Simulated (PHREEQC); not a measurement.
Consider water at 27 °C with 0.0076 mol HCl, 3.5e-05 mol FeSO4 and 7.7e-05 mol Na2SO4 per kg of water. Closed to the air; pH follows from the charge balance.

All values are PHREEQC results (ion-association model, wateq4f.dat), not measurements.

No solid was allowed to form.

### Question
Order these S species by the share of S that they hold, largest first: SO4-2, FeSO4, HSO4-.

### Answer
SO4-2 (65 %), HSO4- (35 %), FeSO4 (0.20 %)

The pH is 2.16 and the ionic strength 0.00789 mol/kgw.
